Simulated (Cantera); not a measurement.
Charge: 1 mol Ta2O5, 4.2 mol CO, 0.49 mol H2, equilibrated at 1.00 bar.

Cantera equilibrium calculation (NASA polynomials, part measured and part estimated; ideal gas, pure solids and liquids). Candidate condensed phases: C, C6H6, C7H8, C8H18, H2O, Ta, TaC, Ta2O5; 113 gas species. Mutual solubility and eutectic melting of coexisting phases are not modelled. TaC: taken at fixed stoichiometry. Condensed phases not in the tables: Ta2C. The numbers say what is thermodynamically allowed, not how fast it happens.

**Question.** At 2073 K, list the 5 most abundant gas species with their mole fractions, and the condensed phases.

**Answer.** CO 0.893, H2 0.103, CO2 0.00174, H2O 0.000972, H 0.000845. Condensed: TaC(s) + Ta2O5(l).
